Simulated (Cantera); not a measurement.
Ignition delay

Mixture: 7.73 % CH₄, 0.302 % C₂H₆, 0.387 % C₃H₈, 19.3 % O₂, 72.3 % N₂, equivalence ratio 0.96, at 9000 Torr, adiabatic and at constant volume. Ignition delay is the time to a rise of 400 K.

Model: GRI-Mech 3.0 (53 species, 325 reactions), integrated in Cantera. The pressure lies above the range GRI-Mech 3.0 was tuned for (to about 10 atm).

```tsv
T0 (K)	delay (ms)
1175	2.00
1225	1.06
1275	0.569
1325	0.309
1375	0.171
1425	0.0976
1475	0.0576
1525	0.0352
1575	0.0224
```

```json
{
 "apparent activation energy between 1475 and 1575 K": "180 kJ/mol"
}
```
